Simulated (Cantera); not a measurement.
**Thermodynamics of halide evaporation, hydrolysis and transport, feed FeCl3 + O2 + N2**

A closed system holds: 1 mol FeCl3, 0.22 mol O2, 74 mol N2, equilibrated at 0.630 bar.

Equilibrium computed with Cantera from the NASA thermochemical tables; the gas is ideal and each condensed phase is pure. Candidate condensed phases: Fe, FeCl2, FeCl3, FeO, Fe2O3, Fe3O4; 19 gas species. Equilibrium is a limit: real reactors are often held back by kinetics, nucleation or transport.

```tsv
T (K)	x N2	x FeCl2	x Cl	x FeCl3	x Cl2	x O2	x NO	n Fe2O3(s)
1098	0.984	0.00149	0.000148	0.00803	0.00628	0.000122	2.25e-6	0.140
1198	0.983	0.00357	0.000447	0.00681	0.00588	0.000756	1.29e-5	0.108
1298	0.980	0.00745	0.000996	0.00512	0.00421	0.00240	4.66e-5	0.0246
1398	0.978	0.0100	0.00220	0.00319	0.00391	0.00286	9.31e-5	0
1498	0.976	0.0114	0.00431	0.00183	0.00352	0.00282	0.000156	0
1598	0.974	0.0122	0.00698	0.000971	0.00260	0.00277	0.000245	0
1698	0.973	0.0127	0.00951	0.000481	0.00158	0.00271	0.000363	0
1798	0.972	0.0129	0.0113	0.000228	0.000816	0.00263	0.000513	0
1898	0.971	0.0130	0.0122	0.000108	0.000393	0.00253	0.000694	0
1998	0.971	0.0131	0.0127	5.31e-5	0.000189	0.00241	0.000906	0
2098	0.970	0.0131	0.0129	2.73e-5	9.43e-5	0.00227	0.00114	0
```
x: gas mole fraction; n: condensed amount in mol.

From 1098 K to 1298 K the condensed part is Fe2O3(s). From 1398 K to 2098 K nothing is condensed. The main Fe-bearing gas is FeCl3 at 1098 K and FeCl2 at 2098 K.
